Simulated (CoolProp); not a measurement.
Properties of n-heptane along the isotherm 600 K.

Model: reference Helmholtz-energy equation of state, Span 2003, in CoolProp. It is a short technical equation, of lower accuracy than the large ones.

| p (bar) | phase | Z | cv (kJ/(kg K)) | speed of sound (m/s) |
|---|---|---|---|---|
| 0.877 | gas | 0.9924 | 2.788 | 224.8 |
| 1.56 | gas | 0.9864 | 2.789 | 223.6 |
| 2.77 | gas | 0.9757 | 2.793 | 221.3 |
| 4.93 | gas | 0.9562 | 2.799 | 217.2 |
| 8.77 | gas | 0.9203 | 2.810 | 209.6 |
| 15.6 | gas | 0.8522 | 2.831 | 194.9 |
| 27.7 | gas | 0.7156 | 2.877 | 166.1 |
| 49.3 | supercritical | 0.4533 | 2.945 | 133.3 |
| 87.7 | supercritical | 0.4816 | 2.904 | 268.3 |
| 156 | supercritical | 0.7211 | 2.887 | 424.9 |
| 277 | supercritical | 1.140 | 2.883 | 596.2 |
